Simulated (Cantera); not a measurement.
What does this Cantera script print?

```python
import numpy as np
import cantera as ct

surf = ct.Interface("diamond.yaml", "diamond_100")
gas, bulk = surf.adjacent["gas"], surf.adjacent["diamond"]
k = surf.kinetics_species_index(bulk.species_names[0])
cover = ["c6HH", "c6H*", "c6*H", "c6**", "c6HM", "c6B"]

rows, drift = [], 0.0
print(f"{'xCH3':>10s}{'um/h':>11s}" + "".join(f"{s:>11s}" for s in cover))
for v in [1e-06, 2.4e-06, 6e-06, 1.5e-05, 3.6e-05, 8.7e-05, 0.00021, 0.00052, 0.0013]:
    T, P, xH, xCH3 = 1300, 2500, 0.004, v
    gas.TPX = T, P, {"H": xH, "CH3": xCH3, "CH4": 0.015, "H2": 1 - xH - xCH3 - 0.015}
    surf.TP = bulk.TP = T, P
    surf.coverages = "c6H*:0.1, c6HH:0.9"
    surf.advance_coverages(100.0)
    before = surf.coverages
    surf.advance_coverages(100.0)
    drift = max(drift, np.max(np.abs(surf.coverages - before) / (surf.coverages + 1e-9)))
    rate = surf.net_production_rates[k] * bulk.mean_molecular_weight / bulk.density * 3.6e9
    rows.append([rate, *surf[cover].coverages])
    print(f"{v:10.4g}{rate:11.4e}" + "".join(f"{x:11.3e}" for x in rows[-1][1:]))
```

Result:

```
      xCH3       um/h       c6HH       c6H*       c6*H       c6**       c6HM        c6B
     1e-06 3.8760e-03  3.886e-01  4.878e-02  5.211e-01  4.154e-02  1.155e-06  1.052e-11
   2.4e-06 9.3018e-03  3.886e-01  4.878e-02  5.211e-01  4.154e-02  2.773e-06  2.524e-11
     6e-06 2.3250e-02  3.886e-01  4.878e-02  5.211e-01  4.153e-02  6.931e-06  6.309e-11
   1.5e-05 5.8100e-02  3.886e-01  4.878e-02  5.211e-01  4.151e-02  1.733e-05  1.577e-10
   3.6e-05 1.3930e-01  3.885e-01  4.878e-02  5.210e-01  4.146e-02  4.156e-05  3.780e-10
   8.7e-05 3.3580e-01  3.885e-01  4.876e-02  5.209e-01  4.135e-02  1.003e-04  9.112e-10
   0.00021 8.0576e-01  3.884e-01  4.874e-02  5.206e-01  4.107e-02  2.415e-04  2.186e-09
   0.00052 1.9659e+00  3.881e-01  4.867e-02  5.199e-01  4.040e-02  5.937e-04  5.335e-09
    0.0013 4.7404e+00  3.874e-01  4.852e-02  5.183e-01  3.879e-02  1.459e-03  1.286e-08
```

Cantera simulation using the Harris–Goodwin 1993 mechanism for the reconstructed diamond (100) surface; the numbers are that mechanism's predictions, not measurements.
